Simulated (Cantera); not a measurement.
A Cantera script and what it prints.

```python
import numpy as np
import cantera as ct

gas_names = """
    H H2 H2S S SH S2 S8
""".split()
cond_names = """
    S(cr1) S(cr2) S(L)
""".split()


# ... load() reads the species with a 1 bar reference pressure and builds the phases ...
atoms = {
    'S': {'S': 1},
    'H2': {'H': 2},
}
top_T = {}  # K; cautious upper limits of use, not melting points


# ... equilibrate(T, P, feed) seeds the gas with the atoms and calls Mixture.equilibrate('TP', solver="vcs", rtol=1e-11, max_steps=5000) ...
results = []
feed = {'S': 1, 'H2': 0.059}  # mol
T = 3373  # K
for P in [10, 120, 1400, 17000, 210000, 2500000, 30000000]:
    mix = equilibrate(T, P, feed)
    results.append((T, P, feed, dict(zip(mix.species_names, mix.species_moles))))

top = {s: max(r[3][s] / sum(r[3][g] for g in gas_names) for r in results) for s in gas_names}
cols = sorted((s for s in top if top[s] > 1e-05), key=lambda s: -top[s])[:8]
seen = [c for c in cond_names if any(r[3].get(c, 0) > 1e-12 for r in results)]
print("log10 of partial pressures in bar; condensed amounts in mol")
print(f"{'P/Pa':>10s}" + "".join(f"{s[:9]:>10s}" for s in cols + seen))
for T, P, feed, n in results:
    ng = sum(n[g] for g in gas_names)
    print(f"{P:10.4g}" + "".join(f"{np.log10(max(n[s] / ng * P / 1e5, 1e-99)):10.3f}" for s in cols)
          + "".join(f"{n.get(c, 0):10.4g}" for c in seen))
```

It prints:

```
log10 of partial pressures in bar; condensed amounts in mol
      P/Pa         S        S2         H        SH        H2       H2S
        10    -4.049    -7.747    -4.977    -8.860    -9.236   -14.299
       120    -2.970    -5.591    -3.898    -6.703    -7.078   -11.063
      1400    -1.915    -3.480    -2.833    -4.583    -4.950    -7.879
   1.7e+04    -0.927    -1.504    -1.792    -2.554    -2.867    -4.808
   2.1e+05    -0.153     0.044    -0.958    -0.946    -1.200    -2.367
   2.5e+06     0.458     1.267    -0.351     0.272     0.014    -0.542
     3e+07     1.021     2.392     0.142     1.329     1.002     1.008
```

Equilibrium computed with Cantera from the NASA thermochemical tables; the gas is ideal and each condensed phase is pure. The ideal-gas law is rough above about 30 bar.
